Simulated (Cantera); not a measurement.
Input (Python, Cantera) and output of one run.

```python
import numpy as np
import cantera as ct

gas_names = """
    C CH CH2 CH3 CH2OH CH3O CH4 CH3OH CO CO2 COOH C2 C2H CHCO,ketyl C2H2,acetylene C2H2,vinylidene
    CH2CO,ketene C2H3,vinyl CH3CO,acetyl C2H4 C2H4O,ethylen CH3CHO,ethanal CH3COOH (HCOOH)2 C2H5 C2H6
    CH3OCH3 C2H5OH C2O C3 C3H3,propargyl C3H4,allene C3H4,propyne C3H4,cyclo- C3H5,allyl C3H6,propylene
    C3H6,cyclo- C3H6O C3H7,n-propyl C3H7,i-propyl C3H8 C3H8O,1propanol C3H8O,2propanol C3O2 C4 C4H2
    C4H4,1,3-cyclo- C4H6,butadiene C4H6,2-butyne C4H6,cyclo- C4H8,1-butene C4H8,cis2-buten
    C4H8,tr2-butene C4H8,isobutene C4H8,cyclo- (CH3COOH)2 C4H9,n-butyl C4H9,i-butyl C4H9,s-butyl
    C4H9,t-butyl C4H10,isobutane C4H10,n-butane C5 C5H6,1,3cyclo- C5H8,cyclo- C5H10,1-pentene
    C5H10,cyclo- C5H11,pentyl C5H11,t-pentyl C5H12,n-pentane C5H12,i-pentane CH3C(CH3)2CH3 C6H2
    C6H5,phenyl C6H5O,phenoxy C6H6 C6H5OH,phenol C6H10,cyclo- C6H12,1-hexene C6H12,cyclo- C6H13,n-hexyl
    C7H7,benzyl C7H8 C7H8O,cresol C7H14,1-heptene C7H15,n-heptyl C7H16,n-heptane C8H8,styrene
    C8H10,ethylbenz C8H16,1-octene C8H17,n-octyl C8H18,isooctane C8H18,n-octane C9H19,n-nonyl
    C10H8,naphthale C10H21,n-decyl C12H9,o-bipheny C12H10,bipheny H HCO HO2 H2 HCHO,formaldehy HCOOH H2O
    H2O2 Mg MgH MgO MgOH MgO2H2 Mg2 O OH O2 O3
""".split()
cond_names = """
    C(gr) C6H6(L) C7H8(L) C8H18(L),n-octa H2O(s) H2O(L) Mg(cr) Mg(L) MgCO3(s) MgO(s) MgO(L) MgO2H2(s)
""".split()


def load(file, names, dense=False):
    # The tables refer to 1 bar. Condensed volumes are neglected.
    table = {s.name: s for s in ct.Species.list_from_file(file)}
    out = []
    for n in names:
        d = dict(table[n].input_data)
        d["thermo"] = dict(d["thermo"], **{"reference-pressure": 1e5})
        if dense:
            d["equation-of-state"] = {"model": "constant-volume", "density": "1e6 g/cm^3"}
        out.append(ct.Species.from_dict(d))
    return out


gas = ct.Solution(thermo="ideal-gas", species=load("nasa_gas.yaml", gas_names))
cond = {s.name: ct.Solution(thermo="fixed-stoichiometry", species=[s], name=s.name)
        for s in load("nasa_condensed.yaml", cond_names, dense=True)}
atoms = {
    'Mg(OH)2': {'Mg': 1, 'O': 2, 'H': 2},
    'H2': {'H': 2},
    'CO2': {'C': 1, 'O': 2},
}
top_T = {'C(gr)': 4500}  # K; cautious upper limits of use, not melting points


def equilibrate(T, P, feed):
    n = {}
    for name, mol in feed.items():
        for a, k in atoms[name].items():
            n[a] = n.get(a, 0.0) + k * mol
    gas.TPX = T, P, n
    mass = sum(n.values()) * gas.mean_molecular_weight
    gas.equilibrate("TP")
    valid = [c for c in cond.values() if c.min_temp <= T <= top_T.get(c.name, c.max_temp)]
    mix = ct.Mixture([(gas, mass / gas.mean_molecular_weight)] + [(c, 0.0) for c in valid])
    mix.T, mix.P = T, P
    mix.equilibrate("TP", solver="vcs", rtol=1e-11, max_steps=5000)
    return mix


results = []
feed = {'Mg(OH)2': 1, 'H2': 0.038, 'CO2': 1.1}  # mol
P = 10000  # Pa
for T in [1225, 1300, 1375, 1450, 1525, 1600, 1675, 1750, 1825, 1900, 1975, 2050, 2125]:
    mix = equilibrate(T, P, feed)
    results.append((T, P, feed, dict(zip(mix.species_names, mix.species_moles))))

top = {s: max(r[3][s] / sum(r[3][g] for g in gas_names) for r in results) for s in gas_names}
cols = sorted((s for s in top if top[s] > 0.0001), key=lambda s: -top[s])[:9]
seen = [c for c in cond_names if any(r[3].get(c, 0) > 1e-12 for r in results)]
print("log10 of partial pressures in bar; condensed amounts in mol")
print(f"{'T/K':>10s}" + "".join(f"{s[:9]:>10s}" for s in cols + seen))
for T, P, feed, n in results:
    ng = sum(n[g] for g in gas_names)
    print(f"{T:10.4g}" + "".join(f"{np.log10(max(n[s] / ng * P / 1e5, 1e-99)):10.3f}" for s in cols)
          + "".join(f"{n.get(c, 0):10.4g}" for c in seen))
```

It prints:

```
log10 of partial pressures in bar; condensed amounts in mol
       T/K       CO2       H2O        CO        O2        H2        OH         H         O    MgO(s)
      1225    -1.298    -1.320    -2.967   -11.678    -3.156    -8.289    -8.084   -13.215         1
      1300    -1.298    -1.319    -2.938   -10.352    -3.205    -7.557    -7.559   -11.928         1
      1375    -1.299    -1.319    -2.915    -9.166    -3.251    -6.904    -7.090   -10.779         1
      1450    -1.299    -1.318    -2.897    -8.099    -3.292    -6.317    -6.670    -9.747         1
      1525    -1.300    -1.318    -2.882    -7.135    -3.331    -5.787    -6.291    -8.815         1
      1600    -1.300    -1.318    -2.870    -6.261    -3.365    -5.307    -5.947    -7.969         1
      1675    -1.301    -1.318    -2.858    -5.468    -3.395    -4.870    -5.633    -7.201         1
      1750    -1.301    -1.318    -2.841    -4.757    -3.416    -4.475    -5.341    -6.504         1
      1825    -1.303    -1.318    -2.805    -4.147    -3.414    -4.123    -5.063    -5.887         1
      1900    -1.306    -1.320    -2.733    -3.667    -3.371    -3.820    -4.786    -5.359         1
      1975    -1.312    -1.323    -2.627    -3.312    -3.290    -3.563    -4.509    -4.915         1
      2050    -1.322    -1.327    -2.502    -3.042    -3.186    -3.340    -4.237    -4.533    0.9999
      2125    -1.335    -1.334    -2.373    -2.829    -3.073    -3.144    -3.977    -4.196    0.9998
```

These are equilibrium values from Cantera (NASA tables, ideal gas, pure condensed phases), not measurements of a reactor.
